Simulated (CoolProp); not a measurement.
The numbers come from the reference Helmholtz-energy equation of state, Lemmon 2006 in CoolProp. It is a short technical equation, of lower accuracy than the large ones.

Question: For isopentane, give the phase and the cp (kJ/(kg K)), conductivity (mW/(m K)), Prandtl number at 500 K and 26.7 kPa; 500 K and 767 kPa; 500 K and 5230 kPa.

Answer: 
- 500 K and 26.7 kPa: gas; cp 2.54, conductivity 42.4, Prandtl number 0.702
- 500 K and 767 kPa: gas; cp 2.60, conductivity 42.2, Prandtl number 0.732
- 500 K and 5230 kPa: supercritical; cp 5.02, conductivity 57.8, Prandtl number 2.07

Viscosity comes from a separate model (Chung 1988), a generic estimate that can be far off for the liquid and wasn't checked against measurements. Thermal conductivity comes from a separate model (Vassiliou 2015).
